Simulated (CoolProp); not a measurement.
Vapour-liquid equilibrium of CHF3 (R23) (1) + sulfur hexafluoride (2) at -34.65 °C; x and y are mole fractions of (1).

Computed with CoolProp (multi-fluid Helmholtz-energy mixture model, Penoncello 2003 and Guder 2009; pair parameters Bell 2016).

```
x     bubble pressure, mixture model (bar)  bubble pressure, Raoult's law (bar)  y, mixture model  y, Raoult's law
----  ------------------------------------  -----------------------------------  ----------------  ---------------
0.05                                 5.144                                4.387             0.206            0.098
0.15                                 6.490                                4.828             0.403            0.266
0.25                                 7.327                                5.269             0.500            0.407
0.35                                 7.880                                5.710             0.564            0.526
0.45                                 8.271                                6.151             0.614            0.627
0.55                                 8.560                                6.591             0.661            0.716
0.65                                 8.769                                7.032             0.711            0.793
0.75                                 8.892                                7.473             0.768            0.861
0.85                                 8.900                                7.914             0.841            0.921
0.95                                 8.742                                8.355             0.937            0.975
```

The largest gap from Raoult's law is +39.1 % in bubble pressure, at x = 0.25. y crosses x between x = 0.75 and 0.85: the model has an azeotrope there.

The pair parameters rest on a limited set of measurements; away from them the model extrapolates.
